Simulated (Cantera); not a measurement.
Feed: 1 mol Cu, 19 mol HF, 13 mol H2, at 1573 K.

Equilibrium computed with Cantera from the NASA thermochemical tables; the gas is ideal and each condensed phase is pure. Candidate condensed phases: Cu, CuF2; 15 gas species. Rates play no part.

Task: What share of the Cu ends up in condensed phases as a function of P (Pa), at 1, 6.80, 46, 320, 2200, 15000, 100000?

Result: 
```csv
P (Pa),Cu condensed (%),as
1,0.0,-
6.80,0.0,-
46,0.0,-
320,71.6,Cu(l)
2200,95.5,Cu(l)
15000,99.2,Cu(l)
100000,99.8,Cu(l)
```
